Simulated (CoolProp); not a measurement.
Vapour-liquid equilibrium of R134a (1) + R227EA (2) at -51.45 °C; x and y are mole fractions of (1).

Model: multi-fluid Helmholtz-energy mixture model, Tillner-Roth 1994 and Lemmon 2016; pair parameters Bell 2016, in CoolProp.

### Question
Give the bubble pressure and the first vapour's composition at x = 0.5, 0.575, 0.875. Is there an azeotrope?

### Answer
x = 0.5: 0.02315 MPa, y = 0.621; x = 0.575: 0.02387 MPa, y = 0.682; x = 0.875: 0.02628 MPa, y = 0.904. No azeotrope shows between x = 0.05 and 0.95.

Pair parameters are fitted to limited data, so mixtures are less certain than the pure fluids.
